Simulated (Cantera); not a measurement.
Mixture: CH4 : O2 : N2 = 1 : 4 : 15 (molar parts), equivalence ratio 0.50, at 2.66 atm, adiabatic and at constant pressure. Ignition delay is the time to a rise of 400 K.

Model: GRI-Mech 3.0 (53 species, 325 reactions), integrated in Cantera.

Q: Predict: delay at 1048 K; delay at 1148 K; delay at 1248 K; delay at 1348 K; delay at 1448 K; apparent activation energy between 1398 and 1498 K.

A: 
```
Property                                                Result
--------------------------------------------------  ----------
delay at 1048 K                                        0.121 s
delay at 1148 K                                        26.8 ms
delay at 1248 K                                        6.94 ms
delay at 1348 K                                        2.06 ms
delay at 1448 K                                       0.702 ms
apparent activation energy between 1398 and 1498 K  180 kJ/mol
```
